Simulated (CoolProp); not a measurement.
Aqueous ethylene glycol as a coolant, at 6 °C, 1 atm.

The numbers come from the Melinder's fits for secondary coolants in CoolProp.

```
mass %  freezing point (°C)  conductivity (W/(m K))  density (kg/m³)  Prandtl number  viscosity (mPa s)
------  -------------------  ----------------------  ---------------  --------------  -----------------
2.3                    -0.7                   0.564             1002            11.5               1.56
7.1                    -2.3                   0.545             1009            13.3               1.77
12                     -4.1                   0.524             1016            15.5               2.03
16.8                   -6.3                   0.505             1023            18.2               2.34
21.7                   -8.9                   0.485             1030            21.4               2.70
26.5                  -12.0                   0.465             1038            25.0               3.10
31.4                  -15.7                   0.446             1045            29.2               3.57
36.2                  -20.0                   0.428             1052            33.9               4.10
41.1                  -25.0                   0.411             1060            39.5               4.73
45.9                  -30.6                   0.394             1066            46.0               5.44
50.7                  -37.0                   0.378             1073            53.5               6.28
```
